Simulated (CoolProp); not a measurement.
n-butane along the isobar 0.158 MPa: Z from the reference equation and from simpler models built on Tc = 425.1 K, pc = 3.796 MPa, ω = 0.201; each cubic takes its own stable root.

Computed with CoolProp (reference Helmholtz-energy equation of state, Bücker 2006).

```json
[
 {"T (K)": "232.5", "phase": "liquid", "reference": "0.007392"},
 {"T (K)": "249.3", "phase": "liquid", "reference": "0.007080"},
 {"T (K)": "266.1", "phase": "liquid", "reference": "0.006823"},
 {"T (K)": "282.9", "phase": "liquid", "reference": "0.006616"},
 {"T (K)": "299.7", "phase": "gas", "reference": "0.9531"},
 {"T (K)": "316.5", "phase": "gas", "reference": "0.9613"},
 {"T (K)": "333.3", "phase": "gas", "reference": "0.9676"},
 {"T (K)": "350.1", "phase": "gas", "reference": "0.9727"},
 {"T (K)": "366.9", "phase": "gas", "reference": "0.9767"},
 {"T (K)": "383.7", "phase": "gas", "reference": "0.9800"},
 {"T (K)": "400.5", "phase": "gas", "reference": "0.9827"},
 {"T (K)": "417.3", "phase": "gas", "reference": "0.9850"},
 {"T (K)": "434.1", "phase": "gas", "reference": "0.9869"},
 {"T (K)": "450.9", "phase": "gas", "reference": "0.9885"}
]
```

Task: How far does each simpler model (Redlich-Kwong, Soave-Redlich-Kwong, Peng-Robinson) lie from the reference over these 14 states: mean and median of the absolute difference, and the worst?

Result: 
- Redlich-Kwong: mean 1025.4 %, median 0.3 %, worst +14325.6 % at 282.9 K and 0.158 MPa
- Soave-Redlich-Kwong: mean 2.1 %, median 0.1 %, worst +7.4 % at 282.9 K and 0.158 MPa
- Peng-Robinson: mean 1.6 %, median 0.2 %, worst -5.2 % at 266.1 K and 0.158 MPa

At some of these states Redlich-Kwong gives the other phase, because its saturation line lies elsewhere.
